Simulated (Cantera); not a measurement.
# Al2O3 + Cl2 + O2 (oxide etching and cleaning by halides)

Feed: 1 mol Al2O3, 42 mol Cl2, 1.7 mol O2, held at 10.0 mbar.

Cantera equilibrium calculation (NASA polynomials, part measured and part estimated; ideal gas, pure solids and liquids). Candidate condensed phases: Al, AlCl3, Al2O3; 17 gas species. The numbers say what is thermodynamically allowed, not how fast it happens.

From 1200 K to 1425 K the condensed part is Al2O3(s). The main Al-bearing gas is AlCl3 throughout. The share of Al in condensed phases is highest at 1200 K (99.8 %) and lowest at 1425 K (92.0 %).

| T (K) | log p Cl2 | log p Cl | log p O2 | log p AlCl3 | n Al2O3(s) |
|---|---|---|---|---|---|
| 1200 | -2.04 | -3.34 | -3.42 | -6.01 | 0.998 |
| 1225 | -2.04 | -3.24 | -3.42 | -5.80 | 0.996 |
| 1250 | -2.05 | -3.13 | -3.42 | -5.60 | 0.994 |
| 1275 | -2.06 | -3.04 | -3.43 | -5.41 | 0.991 |
| 1300 | -2.07 | -2.94 | -3.43 | -5.23 | 0.986 |
| 1325 | -2.08 | -2.85 | -3.43 | -5.06 | 0.980 |
| 1350 | -2.10 | -2.77 | -3.44 | -4.90 | 0.970 |
| 1375 | -2.12 | -2.69 | -3.44 | -4.76 | 0.957 |
| 1400 | -2.14 | -2.62 | -3.44 | -4.62 | 0.941 |
| 1425 | -2.17 | -2.55 | -3.45 | -4.50 | 0.920 |
log p: log10 of the partial pressure in bar; n: condensed amount in mol.
